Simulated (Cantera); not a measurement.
Input: 1 mol AlCl3, 8.1 mol HCl, 240 mol N2, held at 1573 K and 1000 Pa.

Equilibrium computed with Cantera from the NASA thermochemical tables; the gas is ideal and each condensed phase is pure. Candidate condensed phases: Al, AlCl3, AlN, NH4Cl; 20 gas species. The tables' values for AlCl2 are old estimates; treat these amounts as uncertain. Kinetics and transport are ignored.

Base state: N2 0.963, HCl 0.0320, AlCl3 0.00391, Cl 0.000641, H2 0.000260, AlCl2 9.02e-5, AlCl 1.25e-5 (mole fractions); condensed: gas only.

Q: What changes in the equilibrium state with this change: temperature from 1573 K to 1873 K?

A: 
| species | before | after |
|---|---|---|
| N2 | 0.963 | 0.959 |
| HCl | 0.0320 | 0.0305 |
| Cl | 0.000641 | 0.00520 |
| AlCl3 | 0.00391 | 0.00185 |
| AlCl | 1.25e-5 | 0.00122 |
| H | 6.56e-6 | 0.000185 |
| AlCl2 | 9.02e-5 | 0.000935 |
